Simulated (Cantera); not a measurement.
A perfectly stirred reactor is fed with H2 : O2 : N2 = 1 : 0.278 : 1.04 (molar parts), at 3530 Torr; it is adiabatic with a 723 K inlet, and is followed from long to short residence time, starting on the burning branch (τ in s: 0.025, 0.012, 0.0059, 0.0029, 0.0014, 0.00069, 0.00034, 0.00017, 8.1e-05, 4e-05, 1.9e-05, 9.5e-06, 4.6e-06).

Cantera simulation using the H2/O2 subset of GRI-Mech 3.0, which has no nitrogen chemistry; the numbers are that mechanism's predictions, not measurements. The hydrogen kinetics of GRI-Mech 3.0 are dated; newer H2 mechanisms differ, most at raised pressure.

x: mole fraction; the columns are a selection and need not sum to one.

```csv
τ (s),T (K),x H2,x O2,x H2O,x H,x H2O2,x OH
0.025,2460,0.215,[?],0.270,0.00492,1.37e-8,0.00122
0.012,2458,0.215,[?],0.270,0.00524,1.65e-8,0.00130
0.0059,2453,0.215,[?],0.270,0.00584,2.18e-8,0.00144
0.0029,2445,0.214,[?],0.269,0.00688,3.16e-8,0.00168
0.0014,2431,0.213,[?],0.269,0.00864,4.94e-8,0.00208
0.00069,2411,0.212,[?],0.267,0.0113,7.81e-8,0.00264
0.00034,2382,0.211,[?],0.266,0.0150,1.21e-7,0.00340
0.00017,2343,0.208,[?],0.263,0.0200,1.80e-7,0.00433
8.1e-5,2286,0.205,[?],0.260,0.0271,2.66e-7,0.00546
4.0e-5,2215,0.202,[?],0.256,0.0358,3.83e-7,0.00656
1.9e-5,2122,0.198,[?],0.250,0.0469,5.74e-7,0.00751
9.5e-6,2016,0.195,[?],0.243,0.0584,8.67e-7,0.00796
4.6e-6,1887,0.194,[?],0.233,0.0699,1.39e-6,0.00774
```

Q: What belongs in the gaps?

A: 
- 0.025, x O2: 2.01e-5
- 0.012, x O2: 3.16e-5
- 0.0059, x O2: 5.15e-5
- 0.0029, x O2: 8.50e-5
- 0.0014, x O2: 0.000140
- 0.00069, x O2: 0.000226
- 0.00034, x O2: 0.000361
- 0.00017, x O2: 0.000575
- 8.1e-5, x O2: 0.000951
- 4.0e-5, x O2: 0.00155
- 1.9e-5, x O2: 0.00262
- 9.5e-6, x O2: 0.00438
- 4.6e-6, x O2: 0.00787
